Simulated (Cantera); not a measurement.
## Diamond growth

A diamond (100) surface in a fixed gas of H2 with x(CH4) = 0.0025, x(H) = 0.019, at 1325 K, 32.3 Torr; coverages are run to steady state.

Computed with Cantera and the Harris–Goodwin 1993 mechanism for the reconstructed diamond (100) surface.

| x(CH3) | growth (µm/h) | θ c6HH | θ c6H* | θ c6*H | θ c6** | θ c6HM |
|---|---|---|---|---|---|---|
| 1e-06 | 0.0146 | 0.364 | 0.0521 | 0.533 | 0.0510 | 1.19e-6 |
| 2.7e-06 | 0.0393 | 0.364 | 0.0521 | 0.533 | 0.0510 | 3.22e-6 |
| 7.3e-06 | 0.106 | 0.364 | 0.0521 | 0.533 | 0.0510 | 8.69e-6 |
| 2e-05 | 0.291 | 0.364 | 0.0521 | 0.533 | 0.0509 | 2.38e-5 |
| 5.4e-05 | 0.786 | 0.364 | 0.0521 | 0.533 | 0.0509 | 6.43e-5 |
| 0.00015 | 2.18 | 0.364 | 0.0521 | 0.532 | 0.0508 | 0.000178 |
| 0.0004 | 5.80 | 0.364 | 0.0520 | 0.532 | 0.0507 | 0.000475 |
| 0.0011 | 15.8 | 0.364 | 0.0519 | 0.531 | 0.0501 | 0.00130 |
| 0.0029 | 40.9 | 0.362 | 0.0517 | 0.528 | 0.0488 | 0.00338 |
θ: site fractions in the mechanism's names (c6HH fully hydrogenated, c6H* and c6*H radical sites, c6** diradical, c6HM methylated).
